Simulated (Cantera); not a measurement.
Feed: 1 mol MgO, 0.015 mol C, 1.8 mol H₂, held at 7.50 Torr.

Equilibrium computed with Cantera from the NASA thermochemical tables; the gas is ideal and each condensed phase is pure. Candidate condensed phases: C, C₆H₆, C₇H₈, C₈H₁₈, H₂O, Mg, MgCO₃, MgO, Mg(OH)₂; 116 gas species. The tables' values for MgH are old estimates; treat these amounts as uncertain. Rates play no part. All values below are at 1502 °C.

Base state: H₂ 0.974, Mg 0.0115, CO 0.00815, H₂O 0.00338, H 0.00286, MgH 1.51e-5 (mole fractions); condensed: MgO(s).

What changes in the equilibrium state with this change: H₂ from 1.8 to 0.033 mol?


| species | before | after |
|---|---|---|
| H₂ | 0.974 | 0.522 |
| CO | 0.00815 | 0.238 |
| Mg | 0.0115 | 0.238 |
| H₂O | 0.00338 | 8.77e-5 |
| MgH | 1.51e-5 | 0.000228 |
| CO₂ | 7.59e-6 | 1.07e-5 |
| MgO(s), mol | 0.979 | 0.985 |
